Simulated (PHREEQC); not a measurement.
Solution (25 °C): 0.061 mol NaHS, 0.00016 mol NaOH and 3.7e-05 mol MnCl2 per kg of water. It is in equilibrium with CO2 at log p = 0 (atm). Otherwise closed; pH follows from the charge balance.

The numbers come from PHREEQC with the ion-association model, wateq4f.dat.

**Question.** The ionic strength comes out as 0.0602 mol/kgw. What activity coefficients do NaCO3-, CO3-2, Na+, Mn+2, Cl- get?

**Answer.** NaCO3- 0.82, CO3-2 0.45, Na+ 0.81, Mn+2 0.46, Cl- 0.80.

Precipitation was switched off in this run. Saturation is exceeded, for instance for Rhodochrosite; the values hold only as long as no solid forms. The polysulfide entries of wateq4f.dat were taken out for this run.
